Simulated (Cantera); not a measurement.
A freely propagating, adiabatic, planar premixed flame of CO : H₂ : CH₄ : O₂ : N₂ = 1 : 0.035 : 0.24 : 0.713 : 2.68 (molar parts), unburnt at 473 K and 7500 Torr; mixture-averaged transport, grid criteria slope 0.08 and curve 0.16, no radiation.

Model: GRI-Mech 3.0 (53 species, 325 reactions), integrated in Cantera. Burning velocities carry a grid error of a few per cent, more on coarse grids.

Q: What does this change do: inlet temperature 473 to 625 K?

A: 
| quantity | before | after |
|---|---|---|
| laminar burning velocity | 67.3 cm/s | 118 cm/s |
| thermal thickness | 0.0438 mm | 0.0386 mm |
| peak x(HCO) | 2.79e-5 | 3.81e-5 |
| peak x(C₂H₄) | 0.000114 | 0.000125 |
| peak x(HCN) | 2.34e-6 | 2.33e-6 |

Q: What does this change do: 0.033 parts CO2 added?

A: 
| quantity | before | after |
|---|---|---|
| laminar burning velocity | 67.3 cm/s | 64.0 cm/s |
| thermal thickness | 0.0438 mm | 0.0452 mm |
| peak x(HCO) | 2.79e-5 | 2.61e-5 |
| peak x(C₂H₄) | 0.000114 | 0.000115 |
| peak x(HCN) | 2.34e-6 | 2.24e-6 |

Q: What does this change do: inlet temperature 473 to 525 K?

A: 
| quantity | before | after |
|---|---|---|
| laminar burning velocity | 67.3 cm/s | 82.3 cm/s |
| thermal thickness | 0.0438 mm | 0.0418 mm |
| peak x(HCO) | 2.79e-5 | 3.12e-5 |
| peak x(C₂H₄) | 0.000114 | 0.000117 |
| peak x(HCN) | 2.34e-6 | 2.33e-6 |
